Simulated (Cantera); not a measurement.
**Ignition delay**

Mixture: CO : H₂ : CH₄ : O₂ : N₂ = 1 : 0.6 : 0.71 : 3.42 : 19.1 (molar parts), equivalence ratio 0.65, at 1.00 bar, adiabatic and at constant pressure. Ignition delay is the time to a rise of 400 K.

Model: GRI-Mech 3.0 (53 species, 325 reactions), integrated in Cantera.

```json
[
 {"T0 (K)": "1048", "delay (ms)": "4.72"},
 {"T0 (K)": "1123", "delay (ms)": "2.08"},
 {"T0 (K)": "1198", "delay (ms)": "1.04"},
 {"T0 (K)": "1273", "delay (ms)": "0.574"},
 {"T0 (K)": "1348", "delay (ms)": "0.344"},
 {"T0 (K)": "1423", "delay (ms)": "0.222"}
]
```

apparent activation energy between 1273 and 1423 K: 95 kJ/mol
